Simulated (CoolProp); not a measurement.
Values from CoolProp's reference Helmholtz-energy equation of state, Penoncello 2003.

Task: Give the vapour pressure (MPa), liquid density (kg/m³), vapour Z of saturated CHF3 (R23) at 146.8, 149.9, 152.9 K.

Result: 
```tsv
T (K)	p (MPa)	liquid density (kg/m³)	vapour Z
146.8	0.00308	1610	0.995
149.9	0.00426	1590	0.994
152.9	0.00574	1580	0.993
```
